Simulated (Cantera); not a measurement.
A closed system holds: 1 mol CH₃Cl, 0.082 mol H₂, at 13.3 mbar.

Equilibrium computed with Cantera from the NASA thermochemical tables; the gas is ideal and each condensed phase is pure. Candidate condensed phases: C, C₆H₆, C₇H₈, C₈H₁₈; 91 gas species. Rates play no part.

log p: log10 of the partial pressure in bar; n: condensed amount in mol.

```csv
T (K),log p H₂,log p HCl,log p H,log p Cl,log p C₂H₂ (acetylene),log p CH₄,n C(graphite)
1373,-2.16,-2.19,-6.56,-6.67,-7.92,-6.62,1.000
1473,-2.16,-2.19,[?],[?],[?],[?],1.000
1573,-2.16,-2.19,-5.47,-5.60,-6.84,-7.06,1.000
1673,-2.16,-2.19,-5.02,-5.17,-6.40,-7.24,1.000
1773,-2.16,-2.20,-4.63,-4.78,-6.01,-7.39,1.000
1873,-2.16,-2.20,-4.27,-4.43,-5.67,-7.54,0.999
1973,-2.16,-2.20,[?],[?],[?],[?],0.999
2073,-2.17,-2.21,-3.66,-3.84,-5.08,-7.79,0.997
```

### Question
What belongs in the gaps?

### Answer

- 1473, log p H: -5.98
- 1473, log p Cl: -6.10
- 1473, log p C₂H₂ (acetylene): -7.35
- 1473, log p CH₄: -6.85
- 1973, log p H: -3.95
- 1973, log p Cl: -4.12
- 1973, log p C₂H₂ (acetylene): -5.36
- 1973, log p CH₄: -7.67
